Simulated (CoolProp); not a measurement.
Ethanol along the isotherm 620 K: Z from the reference equation and from simpler models built on Tc = 514.7 K, pc = 6.268 MPa, ω = 0.644; each cubic takes its own stable root.

The numbers come from the reference Helmholtz-energy equation of state, Schroeder 2014 in CoolProp.

```
p (MPa)          phase  reference
-------  -------------  ---------
3.92               gas     0.9203
7.83     supercritical     0.8277
11.8     supercritical     0.7158
15.7     supercritical     0.6161
19.6     supercritical     0.5793
23.5     supercritical     0.5916
27.4     supercritical     0.6231
31.3     supercritical     0.6625
```

Task: How far does each simpler model (van der Waals, Redlich-Kwong, Soave-Redlich-Kwong, Peng-Robinson) lie from the reference over these 8 states: mean and median of the absolute difference, and the worst?

Result: 
- van der Waals: mean 16.0 %, median 15.9 %, worst +28.5 % at 620 K and 31.3 MPa
- Redlich-Kwong: mean 8.5 %, median 8.6 %, worst -15.3 % at 620 K and 11.8 MPa
- Soave-Redlich-Kwong: mean 16.6 %, median 21.8 %, worst +27.7 % at 620 K and 23.5 MPa
- Peng-Robinson: mean 11.1 %, median 13.7 %, worst +18.6 % at 620 K and 23.5 MPa
